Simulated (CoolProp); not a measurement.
n-butane at 363.29 K and 0.15 MPa is compressed adiabatically to 0.42 MPa with isentropic efficiency 0.9. Each further row changes one setting.

Model: reference Helmholtz-energy equation of state, Bücker 2006, in CoolProp.

```csv
case,work (kJ/kg),final temperature (K),final density (kg/m³)
as stated,(withheld),395.0,(withheld)
efficiency 1,(withheld),392.2,(withheld)
efficiency 0.65,82.6,405.4,(withheld)
```

### Question
What belongs in the gaps?

### Answer

- as stated, work (kJ/kg): 59.6
- as stated, final density (kg/m³): 7.82
- efficiency 1, work (kJ/kg): 53.7
- efficiency 1, final density (kg/m³): 7.89
- efficiency 0.65, final density (kg/m³): 7.59
